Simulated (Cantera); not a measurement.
**Equilibrium for halide evaporation, hydrolysis and transport: MgCl2 + O2 + H2**

Charge: 1 mol MgCl2, a varied amount of O2, 0.22 mol H2, equilibrated at 725 °C and 6.30 Pa.

Equilibrium computed with Cantera from the NASA thermochemical tables; the gas is ideal and each condensed phase is pure. Candidate condensed phases: H2O, Mg, MgCl2, MgO, Mg(OH)2; 22 gas species. Rates play no part.

```
n(O2) (mol)  log p Cl2  log p MgCl2  log p HCl  log p O2  log p Cl  n MgO(s)
-----------  ---------  -----------  ---------  --------  --------  --------
0.23             -4.93        -4.56      -4.65     -9.31     -5.89     0.460
0.29             -4.76        -4.67      -4.65     -8.73     -5.80     0.580
0.37             -4.59        -4.88      -4.65     -7.99     -5.72     0.740
0.46             -4.47        -5.36      -4.65     -6.78     -5.66     0.913
0.57             -4.45        -6.03      -4.68     -5.42     -5.65     0.980
0.72             -4.50        -6.27      -4.73     -5.01     -5.67     0.987
0.9              -4.55        -6.42      -4.78     -4.81     -5.70     0.990
1.1              -4.60        -6.53      -4.83     -4.69     -5.72     0.991
```
log p: log10 of the partial pressure in bar; n: condensed amount in mol.

From 0.23 mol O2 to 1.1 mol O2 the condensed part is MgO(s). The main Mg-bearing gas is MgCl2 throughout. The share of Mg in condensed phases is highest at 1.1 mol O2 (99.1 %) and lowest at 0.23 mol O2 (46.0 %).
